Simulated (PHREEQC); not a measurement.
**Nickel, zinc or cadmium bath: an equilibrium model**

Solution (90 °C): 0.002 mol/kgw CdCl2, 0.0047 mol/kgw Li2SO4 and 0.027 mol/kgw FeSO4. Closed to the air; pH follows from the charge balance.

Model: ion-association model, phreeqc.dat, run in PHREEQC.

Precipitation was switched off in this run.

Estimate the pH, ionic strength.

pH 5.35; ionic strength 0.0661 mol/kgw.

In which forms is S present?

SO4-2 51 %, FeSO4 45 %, CdSO4 2.6 %, LiSO4- 0.8 %, Cd(SO4)2-2 0.7 % of the S.

Away from 25 °C the constants follow the database's enthalpies or fits; those with neither stay at their 25 °C values.
